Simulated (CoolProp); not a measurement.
Values from CoolProp's reference Helmholtz-energy equation of state, Kamei 1995.

Task: For R22, give the phase and the cp (kJ/(kg K)), speed of sound (m/s) at 500 K and 0.166 MPa; 500 K and 0.702 MPa; 500 K and 1.13 MPa.

Result: 
- 500 K and 0.166 MPa: gas; cp 0.854, speed of sound 232
- 500 K and 0.702 MPa: gas; cp 0.864, speed of sound 230
- 500 K and 1.13 MPa: gas; cp 0.872, speed of sound 229
